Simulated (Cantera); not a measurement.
An adiabatic, constant-pressure homogeneous reactor starts with C2H4 : O2 : N2 : H2O = 1 : 1.88 : 7.05 : 1.1 (molar parts), equivalence ratio 1.6, at 1098 K and 2.70 bar. Integrator tolerance rtol = 1e-08.

Cantera simulation using GRI-Mech 3.0 (53 species, 325 reactions); the numbers are that mechanism's predictions, not measurements. GRI-Mech 3.0 was tuned for natural gas; its chemistry of ethylene as a main component is partial and can be far from experiment.

**Question.** What does this change do: pressure from 2.70 bar to 1.00 bar?

**Answer.** 
```
quantity                                                              before                                      after
---------------------------------  -----------------------------------------  -----------------------------------------
time of steepest temperature rise                                    8.54 ms                                    9.63 ms
temperature at 0.400 s                                                2550 K                                     2523 K
equilibrium temperature                                               2550 K                                     2523 K
x(C2H4) at 0.400 s                     <1e-12 (gas-phase equilibrium <1e-12)      <1e-12 (gas-phase equilibrium <1e-12)
x(O2) at 0.400 s                   0.000152 (gas-phase equilibrium 0.000152)  0.000311 (gas-phase equilibrium 0.000311)
x(H2O) at 0.400 s                        0.182 (gas-phase equilibrium 0.182)        0.180 (gas-phase equilibrium 0.180)
x(CO) at 0.400 s                         0.115 (gas-phase equilibrium 0.115)        0.115 (gas-phase equilibrium 0.115)
x(HCN) at 0.400 s                    4.82e-8 (gas-phase equilibrium 4.82e-8)    1.80e-8 (gas-phase equilibrium 1.80e-8)
```
